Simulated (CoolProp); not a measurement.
Values from CoolProp's reference Helmholtz-energy equation of state, Thol 2014.

### Question
For chloromethane (R40), give the phase and the density (kg/m³), cp (kJ/(kg K)), isothermal compressibility (1/MPa), expansivity (1/kK) at 118.55 °C and 145 bar.

### Answer
- 118.55 °C and 145 bar: liquid; density 744, cp 1.85, isothermal compressibility 0.00733, expansivity 3.52
